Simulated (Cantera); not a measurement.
Mixture: 3.64 % CO, 0.437 % H2, 3.17 % CH4, 19.0 % O2, 71.7 % N2, 2.04 % H2O, equivalence ratio 0.44, at 500000 Pa, adiabatic and at constant pressure. Ignition delay is the time to a rise of 400 K.

Computed with Cantera and GRI-Mech 3.0 (53 species, 325 reactions).

Question: Predict: delay at 1200 K; delay at 1250 K; delay at 1300 K; delay at 1350 K; delay at 1400 K; delay at 1450 K; apparent activation energy between 1350 and 1450 K.

Answer: 
```json
{
 "delay at 1200 K": "1.89 ms",
 "delay at 1250 K": "1.14 ms",
 "delay at 1300 K": "0.705 ms",
 "delay at 1350 K": "0.445 ms",
 "delay at 1400 K": "0.287 ms",
 "delay at 1450 K": "0.190 ms",
 "apparent activation energy between 1350 and 1450 K": "140 kJ/mol"
}
```
